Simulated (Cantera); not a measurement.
An adiabatic, constant-volume homogeneous reactor starts with H2 : O2 : N2 = 1 : 0.13 : 0.855 (molar parts), equivalence ratio 3.8, at 1550 K and 1.10 bar.

Detailed kinetics in Cantera: GRI-Mech 3.0 (53 species, 325 reactions).

One state of this run: T (K) = 1579; P (bar) = 1.12; x H2 = 0.472; x O2 = 0.0537; x NO2 = <1e-12; x H = 0.0201; x H2O2 = 4.55e-7; x NO = 7.33e-9. x: mole fraction; the columns are a selection and need not sum to one.

### Question
Which value of t (s) does it belong to?
A) 0.209
B) 0.0153
C) 1.43e-5
D) 0.00112

### Answer
C, 1.43e-5
